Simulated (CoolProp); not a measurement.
The fluid at 298.15 K and 7.98 MPa is throttled through a valve to 1.7 MPa with no heat exchange. The same conditions are run with several fluids, on thermodynamics alone (safety and materials aside).

Model: reference Helmholtz-energy equation of state of each fluid (water: Wagner 2002; cis-2-butene: Lemmon 2005; R143a: Lemmon and Jacobsen 2000; ethanol: Schroeder 2014; R365MFC: Lemmon 2016), in CoolProp.

```json
[
 {"fluid": "water", "temperature change (K)": "…", "final density (kg/m³)": "997"},
 {"fluid": "cis-2-butene", "temperature change (K)": "…", "final density (kg/m³)": "615"},
 {"fluid": "R143a", "temperature change (K)": "…", "final density (kg/m³)": "938"},
 {"fluid": "ethanol", "temperature change (K)": "+2.2", "final density (kg/m³)": "785"},
 {"fluid": "R365MFC", "temperature change (K)": "…", "final density (kg/m³)": "…"}
]
```

Problem. What belongs in the gaps?

Solution. 
- water, temperature change (K): +1.4
- cis-2-butene, temperature change (K): +2.1
- R143a, temperature change (K): -0.7
- R365MFC, temperature change (K): +1.9
- R365MFC, final density (kg/m³): 1260
